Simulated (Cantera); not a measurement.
Source: NASA polynomial tables (part measured, part estimated), evaluated in Cantera. Values are per mole of reaction as written; species without (g) are pure solids or liquids, kept so even where they would boil at 1 bar. The tables' values for SiF2 are old estimates.

**Question.** Between 1375 and 2275 K, where is each reaction favourable under standard conditions?
- 6 F2(g) + 3 SiH2(g) + 2 N(g) ⇌ 2 NH3(g) + 3 SiF4(g)
- SiF2(g) + 4 H(g) ⇌ 2 HF(g) + SiH2(g)

**Answer.** 
- 6 F2(g) + 3 SiH2(g) + 2 N(g) ⇌ 2 NH3(g) + 3 SiF4(g): ΔG° is -5336 kJ at 1375 K and -4484 kJ at 2275 K; it stays negative (K > 1). ΔH° is -6630 kJ and ΔS° -943 J/K at 2275 K.
- SiF2(g) + 4 H(g) ⇌ 2 HF(g) + SiH2(g): ΔG° is -333 kJ at 1375 K and -146 kJ at 2275 K; it stays negative (K > 1). ΔH° is -626 kJ and ΔS° -211 J/K at 2275 K.
